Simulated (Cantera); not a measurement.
Equilibrium for metals in furnace atmospheres: Fe + H₂O + CO

Charge: 1 mol Fe, 2.3 mol H₂O, 6.1 mol CO, at 52.0 Pa.

These are equilibrium values from Cantera (NASA tables, ideal gas, pure condensed phases), not measurements of a reactor. Candidate condensed phases: C, C₆H₆, C₇H₈, C₈H₁₈, Fe, Fe(CO)₅, FeO, Fe(OH)₂, Fe(OH)₃, Fe₂O₃, Fe₃O₄, H₂O; 114 gas species. Mutual solubility and eutectic melting of coexisting phases are not modelled. The tables' stoichiometric FeO is somewhat more stable than real wüstite, so its field is too wide. FeO: taken at fixed stoichiometry. Rates play no part.

At 1625 K the condensed part is Fe(γ) + FeO(s). At 1675 K the condensed part is Fe(δ) + FeO(l). From 1725 K to 1875 K the condensed part is FeO(l). From 1925 K to 1975 K nothing is condensed. The main Fe-bearing gas is Fe throughout.

```csv
T (K),x CO,x H₂,x CO₂,x H₂O,x Fe,x H,x FeO,n Fe(γ),n FeO(s),n Fe(δ),n FeO(l)
1625,0.629,0.185,0.0945,0.0866,0.00333,0.00133,1.02e-5,0.199,0.772,0,0
1675,0.630,0.183,0.0897,0.0867,0.00798,0.00218,2.95e-5,0,0,0.129,0.804
1725,0.628,0.181,0.0841,0.0854,0.0179,0.00347,7.80e-5,0,0,0,0.846
1775,0.611,0.169,0.0896,0.0923,0.0329,0.00522,0.000195,0,0,0,0.711
1825,0.584,0.152,0.0991,0.101,0.0551,0.00754,0.000461,0,0,0,0.503
1875,0.547,0.132,0.113,0.112,0.0846,0.0104,0.00104,0,0,0,0.208
1925,0.522,0.117,0.122,0.118,0.104,0.0144,0.00172,0,0,0,0
1975,0.521,0.113,0.120,0.117,0.103,0.0202,0.00200,0,0,0,0
```
x: gas mole fraction; n: condensed amount in mol.
